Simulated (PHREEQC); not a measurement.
Solution (25 °C): 0.0065 mol Al2(SO4)3, 3.4e-05 mol NH3, 0.031 mol NH4HCO3 and 0.013 mol Fe2(SO4)3 per kg of water. Closed to the air; pH follows from the charge balance.

Model: ion-association model, wateq4f.dat, run in PHREEQC.

Each row changes one thing in this solution. No solid was allowed to form.

| case | pH | ionic strength (mol/kgw) | SO4-2 (mol/kgw) | NH4+ (mol/kgw) | AlSO4+ (mol/kgw) | Fe3(OH)4+5 (mol/kgw) | SI of Gibbsite (Al(OH)3) | SI of Basaluminite (Al4(OH)10SO4) |
|---|---|---|---|---|---|---|---|---|
| as made | 3.90 | 0.187 | 0.0368 | 0.0272 | 0.00861 | 0.00554 | -0.15 | -0.62 |
| diluted 100-fold with water | 3.93 | 0.00182 | 0.000511 | 0.000309 | 6.04e-5 | 1.16e-8 | -0.69 | -4.25 |
| temperature from 25 to 30 °C | 3.86 | 0.182 | 0.0365 | 0.0272 | 0.00862 | 0.00508 | -0.02 | -1.11 |
| NH3 from 3.4e-05 to 1.7e-05 mol/kgw | 3.90 | 0.187 | 0.0368 | 0.0271 | 0.00861 | 0.00554 | -0.15 | -0.63 |
| Fe2(SO4)3 from 0.013 to 0.13 mol/kgw | 2.66 | 0.499 | 0.0986 | 0.0242 | 0.00739 | 0.00519 | -4.25 | -14.26 |
| Fe2(SO4)3 from 0.013 to 0.0117 mol/kgw | 4.16 | 0.174 | 0.0349 | 0.0272 | 0.00863 | 0.00520 | +0.64 | +2.01 |

Some of these states are supersaturated (in Fe(OH)3(a), Hematite (slow to form), Goethite (slow to form), for instance). Carbamate, which ammonia and carbonate form, is missing from the database.
